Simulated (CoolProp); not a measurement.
Vapour-liquid equilibrium of 1-butene (1) + n-butane (2) at 380.3 K; x and y are mole fractions of (1).

The numbers come from the multi-fluid Helmholtz-energy mixture model, Lemmon 2005 and Bücker 2006; pair parameters Bell 2016 in CoolProp.

Problem. Give the bubble pressure and the first vapour's composition at x = 0.2, 0.275, 0.575. Is there an azeotrope?

Solution. x = 0.2: 1812 kPa, y = 0.217; x = 0.275: 1836 kPa, y = 0.296; x = 0.575: 1930 kPa, y = 0.598. No azeotrope shows between x = 0.05 and 0.95.

Pair parameters are fitted to limited data, so mixtures are less certain than the pure fluids.
